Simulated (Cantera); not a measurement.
Carbothermic reduction: CuO + C + H₂

Input: 1 mol CuO, a varied amount of C, 0.16 mol H₂, at 973 K and 0.00190 bar.

These are equilibrium values from Cantera (NASA tables, ideal gas, pure condensed phases), not measurements of a reactor. Candidate condensed phases: C, C₆H₆, C₇H₈, C₈H₁₈, Cu, CuO, Cu(OH)₂, Cu₂O, H₂O; 113 gas species. The numbers say what is thermodynamically allowed, not how fast it happens.

At 0.32 mol C the condensed part is Cu(s) + Cu₂O(s). From 0.43 mol C to 0.75 mol C the condensed part is Cu(s). From 1 mol C to 7.2 mol C the condensed part is C(graphite) + Cu(s).

```json
[
 {"n(C) (mol)": "0.32", "log p CO": "-8.29", "log p CO₂": "-2.90", "log p H₂O": "-3.20", "log p H₂": "-8.38", "n Cu(s)": "0.600", "n Cu₂O(s)": "0.200", "n C(graphite)": "0"},
 {"n(C) (mol)": "0.43", "log p CO": "-4.39", "log p CO₂": "-2.87", "log p H₂O": "-3.31", "log p H₂": "-4.62", "n Cu(s)": "1.00", "n Cu₂O(s)": "0", "n C(graphite)": "0"},
 {"n(C) (mol)": "0.57", "log p CO": "-3.24", "log p CO₂": "-3.04", "log p H₂O": "-3.68", "log p H₂": "-3.68", "n Cu(s)": "1.00", "n Cu₂O(s)": "0", "n C(graphite)": "0"},
 {"n(C) (mol)": "0.75", "log p CO": "-2.95", "log p CO₂": "-3.34", "log p H₂O": "-4.17", "log p H₂": "-3.57", "n Cu(s)": "1.00", "n Cu₂O(s)": "0", "n C(graphite)": "0"},
 {"n(C) (mol)": "1", "log p CO": "-2.79", "log p CO₂": "-5.57", "log p H₂O": "-6.57", "log p H₂": "-3.58", "n Cu(s)": "1.00", "n Cu₂O(s)": "0", "n C(graphite)": "0.00179"},
 {"n(C) (mol)": "1.3", "log p CO": "-2.79", "log p CO₂": "-5.57", "log p H₂O": "-6.57", "log p H₂": "-3.58", "n Cu(s)": "1.00", "n Cu₂O(s)": "0", "n C(graphite)": "0.302"},
 {"n(C) (mol)": "1.8", "log p CO": "-2.79", "log p CO₂": "-5.57", "log p H₂O": "-6.57", "log p H₂": "-3.58", "n Cu(s)": "1.00", "n Cu₂O(s)": "0", "n C(graphite)": "0.802"},
 {"n(C) (mol)": "2.3", "log p CO": "-2.79", "log p CO₂": "-5.57", "log p H₂O": "-6.57", "log p H₂": "-3.58", "n Cu(s)": "1.00", "n Cu₂O(s)": "0", "n C(graphite)": "1.30"},
 {"n(C) (mol)": "3.1", "log p CO": "-2.79", "log p CO₂": "-5.57", "log p H₂O": "-6.57", "log p H₂": "-3.58", "n Cu(s)": "1.00", "n Cu₂O(s)": "0", "n C(graphite)": "2.10"},
 {"n(C) (mol)": "4.1", "log p CO": "-2.79", "log p CO₂": "-5.57", "log p H₂O": "-6.57", "log p H₂": "-3.58", "n Cu(s)": "1.00", "n Cu₂O(s)": "0", "n C(graphite)": "3.10"},
 {"n(C) (mol)": "5.4", "log p CO": "-2.79", "log p CO₂": "-5.57", "log p H₂O": "-6.57", "log p H₂": "-3.58", "n Cu(s)": "1.00", "n Cu₂O(s)": "0", "n C(graphite)": "4.40"},
 {"n(C) (mol)": "7.2", "log p CO": "-2.79", "log p CO₂": "-5.57", "log p H₂O": "-6.57", "log p H₂": "-3.58", "n Cu(s)": "1.00", "n Cu₂O(s)": "0", "n C(graphite)": "6.20"}
]
```
log p: log10 of the partial pressure in bar; n: condensed amount in mol.
